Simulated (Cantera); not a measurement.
Standard-state values (1 bar) from the NASA 1993 polynomials, evaluated with Cantera. Values are per mole of reaction as written; species without (g) are pure solids or liquids, kept so even where they would boil at 1 bar. ZrN: taken at fixed stoichiometry.

Q: Between 300 and 2673 K, where is each reaction favourable under standard conditions?
- NO(g) + ZrO₂ ⇌ O₃(g) + ZrN
- H(g) + NO(g) + Zr ⇌ OH(g) + ZrN

A: 
- NO(g) + ZrO₂ ⇌ O₃(g) + ZrN: ΔG° is 778 kJ at 300 K and 747 kJ at 2673 K; it stays positive (K < 1). ΔH° is 798 kJ and ΔS° 19 J/K at 2673 K.
- H(g) + NO(g) + Zr ⇌ OH(g) + ZrN: ΔG° is -593 kJ at 300 K and -241 kJ at 2673 K; it stays negative (K > 1). ΔH° is -659 kJ and ΔS° -156 J/K at 2673 K.
